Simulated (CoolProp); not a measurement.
Vapour-liquid equilibrium of R22 (1) + R113 (2) at 0.591 MPa; x and y are mole fractions of (1).

The numbers come from the multi-fluid Helmholtz-energy mixture model, Kamei 1995 and Marx 1992; pair parameters Bell 2016 in CoolProp.

```csv
x,bubble temperature (°C),y at the bubble point,dew temperature at overall composition x (°C),liquid density (mol/L)
0.05,97.1,0.310,111.0,7.485
0.2,59.5,0.768,103.3,8.569
0.35,38.2,0.900,94.6,9.533
0.5,26.0,0.947,84.6,10.48
0.65,18.1,0.970,72.2,11.51
0.8,12.3,0.984,55.3,12.67
0.95,7.1,0.996,25.1,14.07
```

No azeotrope shows between x = 0.05 and 0.95.

The pair parameters rest on a limited set of measurements; away from them the model extrapolates. The gap from Raoult's law changes sign with composition, which may be real or a fault of the pair parameters; it wasn't checked against measurements.
